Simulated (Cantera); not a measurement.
## Low-pressure radical oxidation in H2/O2

A perfectly stirred reactor is fed with 20.0 % H2, 80.0 % O2, at 2.10 Torr; it is held at 1350 K, and followed from long to short residence time.

Model: the H2/O2 subset of GRI-Mech 3.0, which has no nitrogen chemistry, integrated in Cantera. Radical loss at walls, strong at low pressure, is not modelled. The temperature is held fixed by assumption; the heat of reaction is taken as removed at once.

| τ (s) | x H2 | x O2 | x OH | x O | x HO2 | x H2O2 | x H |
|---|---|---|---|---|---|---|---|
| 10 | 0.00112 | 0.768 | 0.00547 | 0.00796 | 8.77e-7 | 3.95e-8 | 0.00169 |
| 1.9 | 0.00307 | 0.752 | 0.00897 | 0.0223 | 1.24e-6 | 5.41e-8 | 0.00795 |
| 0.35 | 0.00675 | 0.717 | 0.0130 | 0.0520 | 1.35e-6 | 5.79e-8 | 0.0281 |
| 0.065 | 0.0101 | 0.686 | 0.0151 | 0.0775 | 1.29e-6 | 5.35e-8 | 0.0512 |
| 0.012 | 0.0149 | 0.680 | 0.0165 | 0.0809 | 1.25e-6 | 5.59e-8 | 0.0601 |
| 0.0022 | 0.0350 | 0.696 | 0.0189 | 0.0647 | 1.19e-6 | 6.86e-8 | 0.0599 |
| 0.00040 | 0.119 | 0.751 | 0.0142 | 0.0256 | 8.56e-7 | 4.81e-8 | 0.0321 |
x: mole fraction; the columns are a selection and need not sum to one.
